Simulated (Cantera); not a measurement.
An adiabatic, constant-volume homogeneous reactor starts with CO : H2 : O2 : N2 = 1 : 0.52 : 1.55 : 5.83 (molar parts), equivalence ratio 0.49, at 1750 K and 1.70 bar.

Detailed kinetics in Cantera: GRI-Mech 3.0 (53 species, 325 reactions).

Task: Predict: time of steepest temperature rise; temperature at 0.400 s; equilibrium temperature; x(CO) at 0.400 s; x(H2) at 0.400 s; x(O2) at 0.400 s; x(NO) at 0.400 s; x(CO2) at 0.400 s.

Result: 
* **time of steepest temperature rise**: 7.10 µs
* **temperature at 0.400 s**: 2783 K
* **equilibrium temperature**: 2783 K
* **x(CO) at 0.400 s**: 0.0274 (gas-phase equilibrium 0.0274)
* **x(H2) at 0.400 s**: 0.00221 (gas-phase equilibrium 0.00221)
* **x(O2) at 0.400 s**: 0.0904 (gas-phase equilibrium 0.0904)
* **x(NO) at 0.400 s**: 0.0221 (gas-phase equilibrium 0.0221)
* **x(CO2) at 0.400 s**: 0.0924 (gas-phase equilibrium 0.0924)
